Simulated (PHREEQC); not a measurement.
Hard or scaling water (model solution)

Make-up at 20 °C: 100 mmol/kgw CaCl2, 0.097 mmol/kgw NaF and 12 mmol/kgw NaCl. Closed to the air; pH follows from the charge balance.

Model: ion-association model, phreeqc.dat, run in PHREEQC.

Each row changes one thing in this solution. This is a speciation only: nothing precipitates in the calculation.

```tsv
case	pH	NaF (mol/kgw)	CaOH+ (mol/kgw)	SI of Fluorite (CaF2)	SI of Halite (NaCl)
as made	6.96	3.08e-7	5.88e-8	+0.75	-4.46
temperature from 20 to 70 °C	6.39	2.87e-7	1.45e-8	+0.25	-4.52
NaCl replaced by NaBr at the same molality	6.96	3.08e-7	5.88e-8	+0.75	…
NaCl from 0.012 to 0.06 mol/kgw	6.96	1.46e-6	5.72e-8	+0.71	…
temperature from 20 to 45 °C	6.66	2.98e-7	2.88e-8	+0.46	-4.49
0.0061 mol/kgw NaOH added	11.57	4.62e-7	0.00235	+0.74	-4.28
NaCl left out	6.96	2.50e-9	5.93e-8	+0.76	…
```

Q: Complete the blanks.

A: 
- NaCl replaced by NaBr at the same molality, SI of Halite (NaCl): -4.48
- NaCl from 0.012 to 0.06 mol/kgw, SI of Halite (NaCl): -3.68
- NaCl left out, SI of Halite (NaCl): -6.58

Some of these states are supersaturated (in Fluorite, for instance). Away from 25 °C the constants follow the database's enthalpies or fits; those with neither stay at their 25 °C values.
